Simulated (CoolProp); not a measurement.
Vapour-liquid equilibrium of R134a (1) + R227EA (2) at 5.66 bar; x and y are mole fractions of (1).

Values from CoolProp's multi-fluid Helmholtz-energy mixture model, Tillner-Roth 1994 and Lemmon 2016; pair parameters Bell 2016.

Problem. Give the bubble temperature and the first vapour's composition at x = 0.2, 0.425, 0.95. Is there an azeotrope?

Solution. x = 0.2: 28.6 °C, y = 0.266; x = 0.425: 25.3 °C, y = 0.509; x = 0.95: 20.0 °C, y = 0.959. No azeotrope shows between x = 0.05 and 0.95.

The pair parameters rest on a limited set of measurements; away from them the model extrapolates.
